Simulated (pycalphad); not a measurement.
All values are pycalphad results on the COST 507 light-alloy database (1999) (1 atm), not direct measurements. These are 1990s assessments: newer ones move some temperatures and phases. Amounts are mole fractions of atoms. Kinetics are ignored, which matters at the lower temperatures.

Problem. Give the equilibrium state of Ti-0.3Hf-5.46B (at.%) at 497 °C.

Solution. hcp, fraction 0.892, with 0.33 Hf, 0.05 B at.%; BM, fraction 0.108, with 0.01 Hf, 50.0 B at.%.

Problem. Give the equilibrium state of Ti-0.3Hf-5.46B (at.%) at 1257 °C.

Solution. 
```
T = 1530.00 K, P = 101325 Pa, N = 1 mol of atoms
G = -90950 J/mol, H = 31640 J/mol, S = 80.12 J/(mol K)  (SER reference)
chemical potentials (J/mol): Ti -84736, Hf -181044, B -193256
phase             fraction      x(Ti)      x(Hf)       x(B)
BCC_A2              0.8941     0.9948     0.0033     0.0018
BM                  0.1059     0.4997    0.00026     0.5000
```

Database names, with the compositions (at.%) that they take in these runs: BM: Ti 50 B 50. BCC_A2 is bcc.
